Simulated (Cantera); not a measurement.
Carbon deposition, reforming and gasification: acetone + NH3

A closed system holds: 1 mol acetone, 0.037 mol NH3, at 0.0133 bar.

Method: chemical equilibrium by Gibbs-energy minimisation in Cantera with the NASA 1993 tables (ideal gas, pure condensed phases). Candidate condensed phases: C, C6H6, C7H8, C8H18, H2O; 136 gas species. The feed counts by its element totals alone. Equilibrium is a limit: real reactors are often held back by kinetics, nucleation or transport.

```json
[
 {"T (K)": "1823", "x H2": "0.747", "x H": "0.00324", "x CO": "0.245", "x C2H2 (acetylene)": "0.000158", "x N2": "0.00433", "x HCN": "0.000390", "x C2H": "6.61e-9", "x C3": "1.72e-11", "n C(graphite)": "2.00"},
 {"T (K)": "1923", "x H2": "0.743", "x H": "0.00703", "x CO": "0.245", "x C2H2 (acetylene)": "0.000335", "x N2": "0.00421", "x HCN": "0.000602", "x C2H": "4.52e-8", "x C3": "2.89e-10", "n C(graphite)": "1.99"},
 {"T (K)": "2023", "x H2": "0.737", "x H": "0.0141", "x CO": "0.244", "x C2H2 (acetylene)": "0.000658", "x N2": "0.00404", "x HCN": "0.000880", "x C2H": "2.55e-7", "x C3": "3.64e-9", "n C(graphite)": "1.99"},
 {"T (K)": "2123", "x H2": "0.725", "x H": "0.0265", "x CO": "0.242", "x C2H2 (acetylene)": "0.00120", "x N2": "0.00382", "x HCN": "0.00122", "x C2H": "1.22e-6", "x C3": "3.59e-8", "n C(graphite)": "1.98"},
 {"T (K)": "2223", "x H2": "0.706", "x H": "0.0466", "x CO": "0.240", "x C2H2 (acetylene)": "0.00205", "x N2": "0.00355", "x HCN": "0.00163", "x C2H": "4.99e-6", "x C3": "2.87e-7", "n C(graphite)": "1.98"},
 {"T (K)": "2323", "x H2": "0.678", "x H": "0.0776", "x CO": "0.236", "x C2H2 (acetylene)": "0.00328", "x N2": "0.00323", "x HCN": "0.00206", "x C2H": "1.80e-5", "x C3": "1.91e-6", "n C(graphite)": "1.96"},
 {"T (K)": "2423", "x H2": "0.636", "x H": "0.123", "x CO": "0.230", "x C2H2 (acetylene)": "0.00492", "x N2": "0.00288", "x HCN": "0.00248", "x C2H": "5.75e-5", "x C3": "1.08e-5", "n C(graphite)": "1.94"},
 {"T (K)": "2523", "x H2": "0.581", "x H": "0.183", "x CO": "0.223", "x C2H2 (acetylene)": "0.00692", "x N2": "0.00250", "x HCN": "0.00285", "x C2H": "0.000165", "x C3": "5.31e-5", "n C(graphite)": "1.92"},
 {"T (K)": "2623", "x H2": "0.510", "x H": "0.261", "x CO": "0.213", "x C2H2 (acetylene)": "0.00905", "x N2": "0.00212", "x HCN": "0.00312", "x C2H": "0.000425", "x C3": "0.000230", "n C(graphite)": "1.89"},
 {"T (K)": "2723", "x H2": "0.428", "x H": "0.351", "x CO": "0.202", "x C2H2 (acetylene)": "0.0110", "x N2": "0.00177", "x HCN": "0.00325", "x C2H": "0.000994", "x C3": "0.000893", "n C(graphite)": "1.84"}
]
```
x: gas mole fraction; n: condensed amount in mol.

From 1823 K to 2723 K the condensed part is C(graphite). The main C-bearing gas is CO throughout. The share of C in condensed phases is highest at 1823 K (66.6 %) and lowest at 2723 K (61.5 %).
